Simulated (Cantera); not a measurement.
Thermodynamics of aluminium and copper etching, feed Cu + F₂ + N₂

A closed system holds: 1 mol Cu, 1.2 mol F₂, 1.5 mol N₂, at 3.30 Pa.

These are equilibrium values from Cantera (NASA tables, ideal gas, pure condensed phases), not measurements of a reactor. Candidate condensed phases: Cu, CuF₂; 11 gas species. Equilibrium is a limit: real reactors are often held back by kinetics, nucleation or transport.

From 723 K to 948 K the condensed part is CuF₂(s). From 1023 K to 1473 K nothing is condensed. The main Cu-bearing gas is CuF₂ throughout.

| T (K) | x N₂ | x CuF₂ | x F | x CuF | x F₂ | x NF₃ | x Cu | x NF₂ | n CuF₂(s) |
|---|---|---|---|---|---|---|---|---|---|
| 723 | 0.839 | 2.52e-6 | 0.0981 | <1e-12 | 0.0627 | 7.83e-5 | <1e-12 | 2.77e-9 | 1.000 |
| 798 | 0.802 | 0.000148 | 0.181 | <1e-12 | 0.0166 | 1.35e-6 | <1e-12 | 1.22e-9 | 1.000 |
| 873 | 0.788 | 0.00420 | 0.205 | 1.30e-11 | 0.00256 | 1.49e-8 | <1e-12 | 2.92e-10 | 0.992 |
| 948 | 0.736 | 0.0682 | 0.195 | 8.65e-9 | 0.000388 | 2.07e-10 | <1e-12 | 6.22e-11 | 0.861 |
| 1023 | 0.517 | 0.345 | 0.138 | 1.42e-6 | 4.17e-5 | 1.84e-12 | <1e-12 | 7.73e-12 | 0 |
| 1098 | 0.517 | 0.345 | 0.138 | 2.11e-5 | 1.11e-5 | <1e-12 | <1e-12 | 2.71e-12 | 0 |
| 1173 | 0.517 | 0.345 | 0.138 | 0.000223 | 3.49e-6 | <1e-12 | <1e-12 | 1.09e-12 | 0 |
| 1248 | 0.516 | 0.342 | 0.139 | 0.00175 | 1.28e-6 | <1e-12 | 1.03e-10 | <1e-12 | 0 |
| 1323 | 0.512 | 0.331 | 0.147 | 0.0101 | 5.71e-7 | <1e-12 | 6.10e-9 | <1e-12 | 0 |
| 1398 | 0.497 | 0.292 | 0.172 | 0.0394 | 3.48e-7 | <1e-12 | 1.69e-7 | <1e-12 | 0 |
| 1473 | 0.467 | 0.213 | 0.222 | 0.0977 | 2.80e-7 | <1e-12 | 2.19e-6 | <1e-12 | 0 |
x: gas mole fraction; n: condensed amount in mol.
